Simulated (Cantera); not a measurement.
Cantera run, input and output.

```python
import numpy as np
import cantera as ct

gas = ct.Solution("gri30.yaml")
gas.TPX = 550, 180000, {'CH4': 1, 'O2': 1.67, 'N2': 7.5}
flame = ct.FreeFlame(gas, width=0.027)
flame.set_refine_criteria(ratio=3, slope=0.08, curve=0.16)
flame.transport_model = "mixture-averaged"
flame.solve(loglevel=0, auto=True)
z, T = flame.grid, flame.T
thick = (T[-1] - T[0]) / np.gradient(T, z).max()
show = ['CH4', 'O2', 'H2', 'H', 'CH2O', 'NO']
print(f"laminar burning velocity  {flame.velocity[0] * 100:.3f} cm/s")
print(f"burnt temperature         {T[-1]:.1f} K")
print(f"thermal thickness         {thick * 1e3:.4f} mm")
print(f"grid points               {len(z)}")
z0 = z[flame.heat_release_rate.argmax()]
print(f"{'z/mm':>9s}{'T/K':>9s}{'u/(m/s)':>9s}" + "".join(f"{s:>11s}" for s in show))
rows = []
for k in (-3, -2, -1.5, -1, -0.5, -0.25, 0, 0.25, 0.5, 1, 2, 4, 8):
    zz = z0 + k * thick
    rows.append([k * thick, np.interp(zz, z, T), np.interp(zz, z, flame.velocity),
                 *(np.interp(zz, z, flame.X[gas.species_index(s)]) for s in show)])
    print(f"{rows[-1][0] * 1e3:9.3f}{rows[-1][1]:9.1f}{rows[-1][2]:9.3f}" + "".join(f"{x:11.3e}" for x in rows[-1][3:]))
```

It prints:

```
laminar burning velocity  57.186 cm/s
burnt temperature         2148.9 K
thermal thickness         0.2941 mm
grid points               152
     z/mm      T/K  u/(m/s)        CH4         O2         H2          H       CH2O         NO
   -0.882    550.6    0.573  9.808e-02  1.639e-01  1.947e-03  1.048e-13  2.572e-07  1.808e-09
   -0.588    555.7    0.581  9.736e-02  1.631e-01  5.075e-03  2.038e-11  4.086e-06  2.189e-08
   -0.441    573.3    0.601  9.576e-02  1.614e-01  8.544e-03  5.541e-10  2.229e-05  1.037e-07
   -0.294    675.6    0.714  8.835e-02  1.534e-01  1.471e-02  1.458e-07  1.854e-04  8.577e-07
   -0.147   1105.1    1.186  5.874e-02  1.154e-01  2.351e-02  3.693e-05  9.076e-04  7.282e-06
   -0.074   1484.2    1.608  3.128e-02  7.619e-02  2.786e-02  3.616e-04  9.496e-04  1.520e-05
    0.000   1826.6    1.991  7.379e-03  3.415e-02  2.917e-02  2.183e-03  4.446e-04  2.776e-05
    0.074   1971.8    2.148  5.851e-04  1.162e-02  2.605e-02  4.857e-03  7.968e-05  4.520e-05
    0.147   2010.4    2.183  2.674e-05  4.734e-03  2.426e-02  5.941e-03  5.235e-06  5.788e-05
    0.294   2042.9    2.210  8.894e-08  2.128e-03  2.425e-02  5.587e-03  2.174e-08  6.729e-05
    0.588   2077.3    2.242  1.297e-11  1.213e-03  2.430e-02  4.254e-03  7.136e-10  7.206e-05
    1.176   2109.0    2.273  4.395e-14  5.883e-04  2.399e-02  2.799e-03  6.888e-10  7.502e-05
    2.353   2131.0    2.294  5.331e-14  2.245e-04  2.376e-02  1.658e-03  6.802e-10  7.718e-05
```

Detailed kinetics in Cantera: GRI-Mech 3.0 (53 species, 325 reactions). Burning velocities carry a grid error of a few per cent, more on coarse grids.
